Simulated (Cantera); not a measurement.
Charge: 1 mol Ca(OH)2, 0.043 mol C, 0.56 mol CO2, at 1702 °C and 7.50 Torr.

Equilibrium computed with Cantera from the NASA thermochemical tables; the gas is ideal and each condensed phase is pure. Candidate condensed phases: C, C6H6, C7H8, C8H18, Ca, CaCO3, CaO, Ca(OH)2, H2O; 115 gas species. Rates play no part.

Base state: H2O 0.595, CO2 0.325, CO 0.0471, H2 0.0192, OH 0.00560, O2 0.00546, H 0.00190, O 0.000407 (mole fractions); condensed: CaO(s).

Q: What changes in the equilibrium state with this change: temperature from 1702 °C to 875 °C?

A: 
| species | before | after |
|---|---|---|
| H2O | 0.595 | 0.592 |
| CO2 | 0.325 | 0.354 |
| H2 | 0.0192 | 0.0314 |
| CO | 0.0471 | 0.0222 |
| Ca(OH)2 | 4.98e-5 | <1e-9 |
| O2 | 0.00546 | <1e-9 |
| O | 0.000407 | <1e-9 |
| CaO(s), mol | 1.000 | 1.00 |

Q: What changes in the equilibrium state with this change: temperature from 1702 °C to 1777 °C?

A: 
| species | before | after |
|---|---|---|
| H2O | 0.595 | 0.583 |
| CO2 | 0.325 | 0.312 |
| CO | 0.0471 | 0.0574 |
| O2 | 0.00546 | 0.0116 |
| H2 | 0.0192 | 0.0226 |
| Ca(OH)2 | 4.98e-5 | 8.69e-5 |
| CaOH | 4.08e-6 | 1.12e-5 |
| O | 0.000407 | 0.00105 |
| H | 0.00190 | 0.00341 |
| CaO(s), mol | 1.000 | 1.000 |
